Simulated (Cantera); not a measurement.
Source: NASA polynomial tables (part measured, part estimated), evaluated in Cantera. Values are per mole of reaction as written; species without (g) are pure solids or liquids, kept so even where they would boil at 1 bar.

Problem. Between 575 and 1275 K, where is each reaction favourable under standard conditions?
- 2 CrO3(g) + 3 N2O(g) → 6 NO(g) + Cr2O3

Solution. 
- 2 CrO3(g) + 3 N2O(g) → 6 NO(g) + Cr2O3: ΔG° is -339 kJ at 575 K and -467 kJ at 1275 K; it stays negative (K > 1). ΔH° is -230 kJ and ΔS° 186 J/K at 1275 K.
